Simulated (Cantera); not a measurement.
Feed: 1 mol TiN, 10 mol O2, held at 0.780 bar.

These are equilibrium values from Cantera (NASA tables, ideal gas, pure condensed phases), not measurements of a reactor. Candidate condensed phases: Ti, TiN, TiO, TiO2, Ti2O3, Ti3O5, Ti4O7; 12 gas species. Rates play no part.

log p: log10 of the partial pressure in bar; n: condensed amount in mol.

```
T (K)  log p O2  log p N2  log p NO  log p O  log p NO2  n TiO2(rutile)
-----  --------  --------  --------  -------  ---------  --------------
750       -0.13     -1.39     -6.46     <-12      -6.45            1.00
900       -0.13     -1.39     -5.40   -11.33      -6.06            1.00
1050      -0.13     -1.39     -4.65    -9.24      -5.78            1.00
1200      -0.13     -1.39     -4.08    -7.67      -5.57            1.00
1350      -0.13     -1.39         ?        ?          ?            1.00
1500      -0.13     -1.39         ?        ?          ?            1.00
1650      -0.13     -1.39     -2.99    -4.65      -5.17            1.00
1800      -0.13     -1.40     -2.75    -3.98      -5.08            1.00
1950      -0.13     -1.40     -2.55    -3.41      -5.00           1.000
2100      -0.13     -1.41     -2.38    -2.92      -4.94           1.000
```

Q: Fill in the missing entries.

A: 
- 1350, log p NO: -3.64
- 1350, log p O: -6.44
- 1350, log p NO2: -5.41
- 1500, log p NO: -3.28
- 1500, log p O: -5.46
- 1500, log p NO2: -5.28
